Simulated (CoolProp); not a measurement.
Saturation properties of isobutene (Tc = 418.1 K, pc = 4016 kPa, ω = 0.193).

Model: reference Helmholtz-energy equation of state, Lemmon 2005, in CoolProp. It is a short technical equation, of lower accuracy than the large ones.

```json
[
 {"T (K)": "241", "p (kPa)": "33.60", "liquid density (kg/m³)": "654.3", "vapour density (kg/m³)": "0.9603", "liquid cp (kJ/(kg K))": "2.127", "surface tension (mN/m)": "18.9"},
 {"T (K)": "260.8", "p (kPa)": "81.79", "liquid density (kg/m³)": "632.5", "vapour density (kg/m³)": "2.198", "liquid cp (kJ/(kg K))": "2.202", "surface tension (mN/m)": "16.4"},
 {"T (K)": "280.7", "p (kPa)": "173.2", "liquid density (kg/m³)": "609.6", "vapour density (kg/m³)": "4.436", "liquid cp (kJ/(kg K))": "2.289", "surface tension (mN/m)": "13.9"},
 {"T (K)": "300.5", "p (kPa)": "327.3", "liquid density (kg/m³)": "585.5", "vapour density (kg/m³)": "8.108", "liquid cp (kJ/(kg K))": "2.391", "surface tension (mN/m)": "11.4"},
 {"T (K)": "320.3", "p (kPa)": "567.3", "liquid density (kg/m³)": "559.4", "vapour density (kg/m³)": "13.82", "liquid cp (kJ/(kg K))": "2.513", "surface tension (mN/m)": "9.13"},
 {"T (K)": "340.1", "p (kPa)": "918.7", "liquid density (kg/m³)": "530.5", "vapour density (kg/m³)": "22.45", "liquid cp (kJ/(kg K))": "2.666", "surface tension (mN/m)": "6.91"},
 {"T (K)": "359.9", "p (kPa)": "1409", "liquid density (kg/m³)": "497.5", "vapour density (kg/m³)": "35.40", "liquid cp (kJ/(kg K))": "2.879", "surface tension (mN/m)": "4.82"},
 {"T (K)": "379.7", "p (kPa)": "2071", "liquid density (kg/m³)": "457.7", "vapour density (kg/m³)": "55.54", "liquid cp (kJ/(kg K))": "3.235", "surface tension (mN/m)": "2.89"}
]
```

It boils at 266.1 K under 1 atm.

Surface tension comes from a separate correlation (Mulero 2012).
